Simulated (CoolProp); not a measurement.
Vapour-liquid equilibrium of propylene (1) + R114 (2) at 27.35 °C; x and y are mole fractions of (1).

Computed with CoolProp (multi-fluid Helmholtz-energy mixture model, Lemmon 2013 and Platzer 1990; pair parameters Bell 2016). This equation is an older, rougher fit; its heat capacities, sound speeds and derivatives of the liquid may be far off and weren't checked against measurements.

```
x     bubble pressure, mixture model (kPa)  bubble pressure, Raoult's law (kPa)  y, mixture model  y, Raoult's law
----  ------------------------------------  -----------------------------------  ----------------  ---------------
0.05                                 294.0                                280.7             0.237            0.218
0.2                                  479.0                                429.6             0.578            0.570
0.35                                 646.6                                578.4             0.726            0.740
0.5                                  793.0                                727.3             0.810            0.841
0.65                                 923.7                                876.2             0.871            0.908
0.8                                   1049                                 1025             0.923            0.955
0.95                                  1178                                 1174             0.979            0.990
```

The largest gap from Raoult's law is +11.8 % in bubble pressure, at x = 0.35. No azeotrope shows between x = 0.05 and 0.95.

The pair parameters rest on a limited set of measurements; away from them the model extrapolates.
